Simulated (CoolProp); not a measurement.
Computed with CoolProp (reference Helmholtz-energy equation of state, Thol 2014).

**Question.** For chloromethane (R40), give the phase and the cv (kJ/(kg K)) at 47.35 °C and 101 kPa.

**Answer.** 
- 47.35 °C and 101 kPa: gas; cv 0.684
